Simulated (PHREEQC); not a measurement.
A column of 0.2 m (40 cells, dispersivity 0.01 m, 720 s a shift, diffusion coefficient 3e-10 m²/s) holds 0.11 eq of the database's cation exchanger X per kg of pore water, first in equilibrium with 0.0027 mol/kgw CaCl2 and 1e-05 mol/kgw HCl. It is flushed with 0.033 mol/kgw ZnCl2, 0.0029 mol/kgw Na2SO4 and 1e-05 mol/kgw HCl, at 15 °C. Values are for the last cell. CO2 from the air is kept out. No solid was allowed to form.

The series has 31 steps of pore volumes, from 0 to 6.013.

Model: ion-association model, phreeqc.dat, run in PHREEQC.

**Question.** After how many pore volumes does Zn at the outlet first reach half of its feed value?

**Answer.** By 2.6 pore volumes.

**Question.** After how many pore volumes does Na at the outlet first reach half of its feed value?

**Answer.** By 1.2 pore volumes.

**Question.** After how many pore volumes does S at the outlet first reach half of its feed value?

**Answer.** By 1.0 pore volumes.
